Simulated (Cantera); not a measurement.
A perfectly stirred reactor is fed with CH₄ : H₂O = 1 : 1.5 (molar parts), at 5.00 bar; it is held at 1348 K, and followed from long to short residence time.

Detailed kinetics in Cantera: GRI-Mech 3.0 (53 species, 325 reactions).

Problem. What does this change do: pressure from 5.00 bar to 0.230 bar?

Solution. 
```json
[
 {"quantity": "x(CH₄) at τ = 8.10 s", "before": "0.270", "after": "0.326"},
 {"quantity": "x(H₂O) at τ = 8.10 s", "before": "0.534", "after": "0.567"},
 {"quantity": "x(HO₂) at τ = 8.10 s", "before": "<1e-12", "after": "<1e-12"},
 {"quantity": "x(CO) at τ = 8.10 s", "before": "0.00525", "after": "0.00118"},
 {"quantity": "x(H) at τ = 8.10 s", "before": "3.30e-7", "after": "5.09e-7"},
 {"quantity": "x(CH₄) at τ = 16.0 ms", "before": "0.399", "after": "0.400"},
 {"quantity": "x(H₂O) at τ = 16.0 ms", "before": "0.600", "after": "0.600"},
 {"quantity": "x(HO₂) at τ = 16.0 ms", "before": "<1e-12", "after": "<1e-12"},
 {"quantity": "x(CO) at τ = 16.0 ms", "before": "6.97e-7", "after": "9.74e-9"},
 {"quantity": "x(H) at τ = 16.0 ms", "before": "2.34e-9", "after": "3.86e-9"}
]
```
